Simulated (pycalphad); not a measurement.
All values are pycalphad results on the COST 507 light-alloy database (1999) (1 atm), not direct measurements. The database dates from 1999; later assessments differ in places, in temperatures and in the compounds included. Phase fractions are per mole of atoms.

Q: Give the equilibrium state of Y-95.8Si (at.%) at 1150 K.

A: diamond (Si), fraction 0.874, with 100 Si at.%; SI2Y_R, fraction 0.126, with 66.7 Si at.%.

Q: Give the equilibrium state of Y-95.8Si (at.%) at 1550 K.

A: 
```
T = 1550.00 K, P = 101325 Pa, N = 1 mol of atoms
G = -69932 J/mol, H = 47322 J/mol, S = 75.65 J/(mol K)  (SER reference)
chemical potentials (J/mol): Y -298540, Si -59910
phase             fraction       x(Y)      x(Si)
DIAMOND_A4          0.5525       none     1.0000
LIQUID              0.4475     0.0939     0.9061
```

Database names, with the compositions (at.%) that they take in these runs: SI2Y_R: Si 67 Y 33. DIAMOND_A4 is diamond (Si). An entry "none" or "no" means that the model of the phase leaves that element out.
